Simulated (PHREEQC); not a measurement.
Make-up at 20 °C: 66 mmol/kgw HF, 100 mmol/kgw (NH4)2SiF6 and 0.0104 mmol/kgw H2SO4. Closed to the air; pH follows from the charge balance.

Model: ion-association model, phreeqc.dat, run in PHREEQC.

```json
{
 "pH": "2.11",
 "ionic_strength": "0.310 mol/kgw",
 "activity_of_water": "0.994",
 "density": "1.009 g/cm³",
 "total_alkalinity": "-466 meq/kg"
}
```

```csv
species,molality,activity,log γ
NH4+,0.200,0.128,-0.193
SiF6-2,0.100,0.0258,-0.589
HF,0.0545,0.0586,0.031
H+,0.00986,0.00771,-0.107
F-,0.00822,0.00553,-0.172
HF2-,0.00162,0.00119,-0.134
SO4-2,5.80e-6,1.45e-6,-0.601
NH4SO4-,3.26e-6,2.40e-6,-0.134
HSO4-,1.33e-6,9.79e-7,-0.134
NH3,6.15e-9,6.61e-9,0.031
```

Precipitation was switched off in this run. SiF6-2 is the database's only silicon fluoride.
